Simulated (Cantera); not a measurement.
Input: 1 mol HMDSO, 2.6 mol CO2, 39 mol H2, held at 725 K.

Method: chemical equilibrium by Gibbs-energy minimisation in Cantera with the NASA 1993 tables (ideal gas, pure condensed phases). Candidate condensed phases: C, C6H6, C7H8, C8H18, H2O, Si, SiC, SiO2; 123 gas species. The feed counts by its element totals alone. The numbers say what is thermodynamically allowed, not how fast it happens.

x: gas mole fraction; n: condensed amount in mol.

```
P (Pa)   x H2       x CH4       x H2O        x CO       x CO2  n C(graphite)  n SiO2(α-quartz)
------  -----  ----------  ----------  ----------  ----------  -------------  ----------------
5       0.956    0.000235    0.000397      0.0432    0.000135           6.41              2.00
15      0.956    0.000703     0.00116      0.0420    0.000383           6.44              2.00
45      0.955  (withheld)  (withheld)      0.0389  (withheld)           6.50              2.00
140     0.951     0.00650     0.00823      0.0321     0.00209           6.59              2.00
410     0.939      0.0186      0.0168      0.0227     0.00304           6.46              2.00
1200    0.905      0.0505      0.0279      0.0133     0.00309           5.49              2.00
3700    0.823       0.128      0.0396     0.00677     0.00246           2.69              2.00
11000   0.733       0.213  (withheld)  (withheld)  (withheld)              0              2.00
33000   0.727       0.218      0.0552    0.000291    0.000166              0              2.00
100000  0.726       0.218      0.0558     3.22e-5     1.86e-5              0              2.00
```

Q: Some entries are withheld; supply them.

A: 
- 11000, x H2O: 0.0507
- 11000, x CO: 0.00231
- 11000, x CO2: 0.00120
- 45, x CH4: 0.00211
- 45, x H2O: 0.00321
- 45, x CO2: 0.000986
